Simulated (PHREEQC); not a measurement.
Solution A (0.26 mol HCl, 0.14 mol LiCl and 3.1e-05 mol Na2SO4 per kg of water) is mixed with solution B (0.14 mol MgCl2, 0.00022 mol CO2 and 0.026 mol MgSO4 per kg of water) at 15 °C; shares are by mass of water, 1 kg in all. Oxygen alone is held at its pressure in air (log pO2 = -0.68). CO2 from the air is kept out. Precipitation was switched off in this run.

Model: ion-association model, wateq4f.dat, run in PHREEQC.

```
share of solution B    pH  CO2 (mol/kgw)  Mg+2 (mol/kgw)  MgSO4 (mol/kgw)  SO4-2 (mol/kgw)  HSO4- (mol/kgw)  HCO3- (mol/kgw)
-------------------  ----  -------------  --------------  ---------------  ---------------  ---------------  ---------------
0                    0.70              0               0                0          4.80e-6          2.55e-5                0
0.05                 0.72        1.10e-5         0.00828          2.01e-5         0.000213          0.00107         3.37e-11
0.1                  0.75        2.20e-5          0.0165          8.18e-5         0.000436          0.00205         7.17e-11
0.15                 0.77        3.30e-5          0.0247         0.000188         0.000675          0.00298         1.15e-10
0.2                  0.80        4.40e-5          0.0329         0.000344         0.000933          0.00384         1.64e-10
0.25                 0.83        5.50e-5          0.0409         0.000553          0.00121          0.00463         2.20e-10
0.3                  0.86        6.60e-5          0.0490         0.000820          0.00151          0.00534         2.85e-10
0.35                 0.90        7.70e-5          0.0569          0.00115          0.00183          0.00597         3.61e-10
0.4                  0.94        8.80e-5          0.0648          0.00155          0.00218          0.00650         4.51e-10
0.45                 0.98        9.90e-5          0.0727          0.00203          0.00256          0.00693         5.58e-10
0.5                  1.02       0.000110          0.0804          0.00260          0.00297          0.00724         6.89e-10
0.55                 1.07       0.000121          0.0880          0.00326          0.00342          0.00742         8.51e-10
0.6                  1.13       0.000132          0.0956          0.00403          0.00391          0.00745          1.06e-9
0.65                 1.19       0.000143           0.103          0.00492          0.00445          0.00733          1.32e-9
0.7                  1.26       0.000154           0.110          0.00594          0.00503          0.00702          1.68e-9
0.75                 1.35       0.000165           0.117          0.00712          0.00568          0.00652          2.19e-9
0.8                  1.45       0.000176           0.124          0.00845          0.00639          0.00579          2.96e-9
0.85                 1.58       0.000187           0.131          0.00998          0.00718          0.00480          4.25e-9
0.9                  1.76       0.000198           0.138           0.0117          0.00804          0.00353          6.86e-9
0.95                 2.07       0.000209           0.144           0.0137          0.00900          0.00194          1.47e-8
1                    4.96       0.000203           0.150           0.0159           0.0101          2.80e-6          1.11e-5
```

Species that the database lacks are ignored.
